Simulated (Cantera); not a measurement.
Input (Python, Cantera) and output of one run.

```python
import numpy as np
import cantera as ct

gas_names = """
    H H2 N NH NH2 NH3 N2 N2H2 N2H4 Pb Pb2
""".split()
cond_names = """
    Pb(cr) Pb(L)
""".split()


def load(file, names, dense=False):
    # The tables refer to 1 bar. Condensed volumes are neglected.
    table = {s.name: s for s in ct.Species.list_from_file(file)}
    out = []
    for n in names:
        d = dict(table[n].input_data)
        d["thermo"] = dict(d["thermo"], **{"reference-pressure": 1e5})
        if dense:
            d["equation-of-state"] = {"model": "constant-volume", "density": "1e6 g/cm^3"}
        out.append(ct.Species.from_dict(d))
    return out


gas = ct.Solution(thermo="ideal-gas", species=load("nasa_gas.yaml", gas_names))
cond = {s.name: ct.Solution(thermo="fixed-stoichiometry", species=[s], name=s.name)
        for s in load("nasa_condensed.yaml", cond_names, dense=True)}
atoms = {
    'Pb': {'Pb': 1},
    'H2': {'H': 2},
    'N2': {'N': 2},
}
top_T = {}  # K; cautious upper limits of use, not melting points


def equilibrate(T, P, feed):
    n = {}
    for name, mol in feed.items():
        for a, k in atoms[name].items():
            n[a] = n.get(a, 0.0) + k * mol
    gas.TPX = T, P, n
    mass = sum(n.values()) * gas.mean_molecular_weight
    gas.equilibrate("TP")
    valid = [c for c in cond.values() if c.min_temp <= T <= top_T.get(c.name, c.max_temp)]
    mix = ct.Mixture([(gas, mass / gas.mean_molecular_weight)] + [(c, 0.0) for c in valid])
    mix.T, mix.P = T, P
    mix.equilibrate("TP", solver="vcs", rtol=1e-11, max_steps=5000)
    return mix


results = []
feed = {'Pb': 1, 'H2': 0.042, 'N2': 0.13}  # mol
T = 1100  # K
for P in [10, 42, 180, 750, 3200, 13000, 56000, 240000, 1000000]:
    mix = equilibrate(T, P, feed)
    results.append((T, P, feed, dict(zip(mix.species_names, mix.species_moles))))

top = {s: max(r[3][s] / sum(r[3][g] for g in gas_names) for r in results) for s in gas_names}
cols = sorted((s for s in top if top[s] > 0.0001), key=lambda s: -top[s])[:9]
seen = [c for c in cond_names if any(r[3].get(c, 0) > 1e-12 for r in results)]
print("log10 of partial pressures in bar; condensed amounts in mol")
print(f"{'P/Pa':>10s}" + "".join(f"{s[:9]:>10s}" for s in cols + seen))
for T, P, feed, n in results:
    ng = sum(n[g] for g in gas_names)
    print(f"{P:10.4g}" + "".join(f"{np.log10(max(n[s] / ng * P / 1e5, 1e-99)):10.3f}" for s in cols)
          + "".join(f"{n.get(c, 0):10.4g}" for c in seen))
```

It prints:

```
log10 of partial pressures in bar; condensed amounts in mol
      P/Pa        Pb        N2        H2       NH3     Pb(L)
        10    -4.069    -4.955    -5.446   -14.144         0
        42    -3.917    -3.646    -4.137   -11.526    0.9303
       180    -3.917    -2.897    -3.387   -10.027    0.9876
       750    -3.917    -2.254    -2.744    -8.741    0.9972
      3200    -3.917    -1.618    -2.109    -7.470    0.9993
   1.3e+04    -3.917    -1.008    -1.499    -6.250    0.9998
   5.6e+04    -3.917    -0.373    -0.864    -4.981         1
   2.4e+05    -3.917     0.259    -0.232    -3.717         1
     1e+06    -3.917     0.878     0.387    -2.478         1
```

Cantera equilibrium calculation (NASA polynomials, part measured and part estimated; ideal gas, pure solids and liquids).
